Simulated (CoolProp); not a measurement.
Properties of C3F8 (R218) at several states (Tc = 71.9 °C, pc = 2.640 MPa, ω = 0.317).

Computed with CoolProp (reference Helmholtz-energy equation of state, Lemmon 2006). It is a short technical equation, of lower accuracy than the large ones.

```json
[
 {"T (°C)": "-58.25", "p (MPa)": "0.652", "phase": "liquid", "density (kg/m³)": "1695", "cp (kJ/(kg K))": "0.9286", "viscosity (µPa s)": "643"},
 {"T (°C)": "96.85", "p (MPa)": "0.0426", "phase": "gas", "density (kg/m³)": "2.614", "cp (kJ/(kg K))": "0.8920", "viscosity (µPa s)": "15.4"},
 {"T (°C)": "-65.35", "p (MPa)": "12.4", "phase": "liquid", "density (kg/m³)": "1755", "cp (kJ/(kg K))": "0.9011", "viscosity (µPa s)": "896"},
 {"T (°C)": "-108.35", "p (MPa)": "0.134", "phase": "liquid", "density (kg/m³)": "1870", "cp (kJ/(kg K))": "0.8407", "viscosity (µPa s)": "2110"},
 {"T (°C)": "164.15", "p (MPa)": "2.49", "phase": "gas", "density (kg/m³)": "149.0", "cp (kJ/(kg K))": "1.039", "viscosity (µPa s)": "20.1"}
]
```

Viscosity comes from a separate model (Huber 2003), an estimate that may be off by 10 % or more.
